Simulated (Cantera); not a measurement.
An isothermal, constant-pressure homogeneous reactor starts with CH4 : N2 = 1 : 4.5 (molar parts), at 1498 K and 13300 Pa.

Cantera simulation using GRI-Mech 3.0 (53 species, 325 reactions); the numbers are that mechanism's predictions, not measurements. GRI-Mech 3.0 stops at C3 and has no aromatics, soot or wall deposition, so with more carbon than oxygen in the feed, carbon stays in small species such as C2H2 where larger ones or solid carbon would form.

Question: Predict: x(CH4) at 30.0 s; x(H) at 30.0 s; x(HCN) at 30.0 s; x(C2H) at 30.0 s; x(C2H6) at 30.0 s.

Answer: x(CH4) at 30.0 s: 0.00767 (gas-phase equilibrium 0.00241)
x(H) at 30.0 s: 2.09e-5 (gas-phase equilibrium 2.26e-5)
x(HCN) at 30.0 s: 5.17e-8 (gas-phase equilibrium 0.0770)
x(C2H) at 30.0 s: 1.29e-8 (gas-phase equilibrium 6.85e-9)
x(C2H6) at 30.0 s: 5.08e-7 (gas-phase equilibrium 8.60e-8)
